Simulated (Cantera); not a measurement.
## Equilibrium for sublimation and decomposition of ceramics: AlN + C + N₂

Feed: 1 mol AlN, 0.018 mol C, 0.34 mol N₂, equilibrated at 1.00 bar.

Method: chemical equilibrium by Gibbs-energy minimisation in Cantera with the NASA 1993 tables (ideal gas, pure condensed phases). Candidate condensed phases: Al, AlN, C; 29 gas species. Ions and electrons are included (thermal ionisation). Equilibrium is a limit: real reactors are often held back by kinetics, nucleation or transport.

At 3000 K the condensed part is C(graphite). From 3250 K to 5000 K nothing is condensed. The main Al-bearing gas is Al throughout.

```tsv
T (K)	x Al	x N₂	x N	x Al+	x e-	x CN	x C	n C(graphite)
3000	0.538	0.455	9.40e-6	0.000157	1.71e-5	0.00220	5.07e-5	0.00986
3250	0.538	0.452	4.15e-5	0.000340	5.70e-5	0.00511	0.000282	0
3500	0.539	0.451	0.000149	0.000559	0.000192	0.00635	0.000737	0
3750	0.538	0.450	0.000451	0.000906	0.000526	0.00669	0.00148	0
4000	0.537	0.449	0.00119	0.00150	0.00118	0.00630	0.00244	0
4250	0.535	0.448	0.00280	0.00251	0.00227	0.00555	0.00353	0
4500	0.531	0.445	0.00600	0.00411	0.00394	0.00466	0.00460	0
4750	0.526	0.440	0.0118	0.00649	0.00636	0.00379	0.00555	0
5000	0.518	0.431	0.0218	0.00984	0.00974	0.00302	0.00633	0
```
x: gas mole fraction; n: condensed amount in mol.
